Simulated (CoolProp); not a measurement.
Model: reference Helmholtz-energy equation of state, Thol 2017, in CoolProp.

**Question.** For octamethyltrisiloxane (MDM), give the phase and the cp (kJ/(kg K)), cv (kJ/(kg K)), speed of sound (m/s), Joule-Thomson coefficient (K/MPa) at 120.45 °C and 5.79 bar; 133.45 °C and 5.79 bar.

**Answer.** 
- 120.45 °C and 5.79 bar: liquid; cp 2.02, cv 1.71, speed of sound 611, Joule-Thomson coefficient -0.258
- 133.45 °C and 5.79 bar: liquid; cp 2.06, cv 1.74, speed of sound 571, Joule-Thomson coefficient -0.220
